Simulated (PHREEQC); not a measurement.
## Hard or scaling water: an equilibrium model

Consider water at 20 °C with 0.0047 mol/kgw MgCl2 and 0.00012 mol/kgw Na2HPO4. Closed to the air; pH follows from the charge balance.

Model: ion-association model, phreeqc.dat, run in PHREEQC.

Precipitation was switched off in this run.

What pH does the model give?

pH 7.79.

In which forms is P present?

MgHPO4 47 %, HPO4-2 38 %, H2PO4- 7.2 %, MgPO4- 7.0 %, MgH2PO4+ 0.6 % of the P.

Complexes and solids missing from the database can't appear.
